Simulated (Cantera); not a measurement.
Thermodynamics of thermal oxidation and active oxidation of silicon, feed Si + CO2 + N2

Charge: 1 mol Si, 0.035 mol CO2, 10 mol N2, held at 1802 °C and 13.3 mbar.

Method: chemical equilibrium by Gibbs-energy minimisation in Cantera with the NASA 1993 tables (ideal gas, pure condensed phases). Candidate condensed phases: C, Si, SiC, SiO2, Si2N2O, Si3N4; 34 gas species. Mutual solubility and eutectic melting of coexisting phases are not modelled. The tables' values for SiN are old estimates; treat these amounts as uncertain. Equilibrium is a limit: real reactors are often held back by kinetics, nucleation or transport.

```
Property                                      Value
--------------------------------------  -----------
x(N2)                                         0.985
x(Si)                                       0.00764
x(SiO)                                      0.00470
x(CO)                                       0.00219
x(Si2C)                                    0.000284
x(Si2N)                                    0.000235
x(SiN)                                     0.000192
x(Si2)                                      9.42e-5
x(Si3)                                      1.95e-5
n(Si(l))                                  0.850 mol
n(SiC(s))                               0.00981 mol
gas amount                                10.15 mol
log10 activity of C(graphite) (absent)        -1.14
```
